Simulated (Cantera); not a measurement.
A Cantera script and what it prints.

```python
import numpy as np
import cantera as ct

gas_names = """
    Ba BaF BaF2 F F2 H HF H2 H2F2 H3F3 H4F4 H5F5 H6F6 H7F7 N NF NF2 NF3 NH NH2 NH3 N2 N2H2 N2H4
""".split()
cond_names = """
    Ba(cr) Ba(L) BaF2(a) BaF2(b,c) BaF2(L)
""".split()


# ... load() reads the species with a 1 bar reference pressure and builds the phases ...
atoms = {
    'BaF2': {'Ba': 1, 'F': 2},
    'H2': {'H': 2},
    'N2': {'N': 2},
}
top_T = {}  # K; cautious upper limits of use, not melting points


# ... equilibrate(T, P, feed) seeds the gas with the atoms and calls Mixture.equilibrate('TP', solver="vcs", rtol=1e-11, max_steps=5000) ...
results = []
feed = {'BaF2': 1, 'H2': 0.26, 'N2': 0.62}  # mol
P = 170  # Pa
for T in [975, 1125, 1275, 1425, 1575, 1725, 1875, 2025, 2175]:
    mix = equilibrate(T, P, feed)
    results.append((T, P, feed, dict(zip(mix.species_names, mix.species_moles))))

top = {s: max(r[3][s] / sum(r[3][g] for g in gas_names) for r in results) for s in gas_names}
cols = sorted((s for s in top if top[s] > 0.0001), key=lambda s: -top[s])[:7]
seen = [c for c in cond_names if any(r[3].get(c, 0) > 1e-12 for r in results)]
print("log10 of partial pressures in bar; condensed amounts in mol")
print(f"{'T/K':>10s}" + "".join(f"{s[:9]:>10s}" for s in cols + seen))
for T, P, feed, n in results:
    ng = sum(n[g] for g in gas_names)
    print(f"{T:10.4g}" + "".join(f"{np.log10(max(n[s] / ng * P / 1e5, 1e-99)):10.3f}" for s in cols)
          + "".join(f"{n.get(c, 0):10.4g}" for c in seen))
```

Output:

```
log10 of partial pressures in bar; condensed amounts in mol
       T/K        N2      BaF2        H2        HF       BaF         H        Ba   BaF2(a) BaF2(b,c)
       975    -2.922   -11.542    -3.299   -10.850   -10.885   -10.591   -12.261         1         0
      1125    -2.922    -8.794    -3.299    -8.755    -8.767    -9.002   -10.611         1         0
      1275    -2.922    -6.739    -3.299    -7.173    -7.179    -7.782    -9.362    0.9999         0
      1425    -2.924    -5.163    -3.302    -5.948    -5.951    -6.817    -8.382    0.9958         0
      1575    -2.958    -3.925    -3.340    -4.984    -4.987    -6.051    -7.607         0    0.9274
      1725    -3.257    -3.072    -3.681    -4.352    -4.353    -5.572    -7.122         0         0
      1875    -3.262    -3.093    -3.727    -4.128    -4.131    -5.047    -6.595         0         0
      2025    -3.269    -3.121    -3.802    -3.952    -3.957    -4.617    -6.163         0         0
      2175    -3.278    -3.155    -3.926    -3.820    -3.828    -4.274    -5.820         0         0
```

Equilibrium computed with Cantera from the NASA thermochemical tables; the gas is ideal and each condensed phase is pure.
